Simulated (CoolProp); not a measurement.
Propane along the isotherm 578.4 K: fugacity coefficient from the reference equation and from simpler models built on Tc = 369.9 K, pc = 4.251 MPa, ω = 0.152; each cubic takes its own stable root.

The numbers come from the reference Helmholtz-energy equation of state, Lemmon 2009 in CoolProp.

```json
[
 {"p (MPa)": "0.709", "phase": "gas", "reference": "0.9883"},
 {"p (MPa)": "1.42", "phase": "gas", "reference": "0.9769"},
 {"p (MPa)": "2.13", "phase": "gas", "reference": "0.9657"},
 {"p (MPa)": "2.83", "phase": "gas", "reference": "0.9549"},
 {"p (MPa)": "3.54", "phase": "gas", "reference": "0.9442"},
 {"p (MPa)": "4.25", "phase": "gas", "reference": "0.9338"},
 {"p (MPa)": "4.96", "phase": "supercritical", "reference": "0.9236"},
 {"p (MPa)": "5.67", "phase": "supercritical", "reference": "0.9137"},
 {"p (MPa)": "6.38", "phase": "supercritical", "reference": "0.9041"},
 {"p (MPa)": "7.09", "phase": "supercritical", "reference": "0.8948"},
 {"p (MPa)": "7.79", "phase": "supercritical", "reference": "0.8859"},
 {"p (MPa)": "8.5", "phase": "supercritical", "reference": "0.8772"},
 {"p (MPa)": "9.21", "phase": "supercritical", "reference": "0.8687"},
 {"p (MPa)": "9.92", "phase": "supercritical", "reference": "0.8606"},
 {"p (MPa)": "10.6", "phase": "supercritical", "reference": "0.8531"}
]
```

Problem. How far does each simpler model (Redlich-Kwong, Soave-Redlich-Kwong, Peng-Robinson) lie from the reference over these 15 states: mean and median of the absolute difference, and the worst?

Solution. 
- Redlich-Kwong: mean 1.7 %, median 1.8 %, worst -3.1 % at 578.4 K and 10.6 MPa
- Soave-Redlich-Kwong: mean 1.4 %, median 1.3 %, worst +2.8 % at 578.4 K and 10.6 MPa
- Peng-Robinson: mean 1.3 %, median 1.4 %, worst -1.9 % at 578.4 K and 10.6 MPa
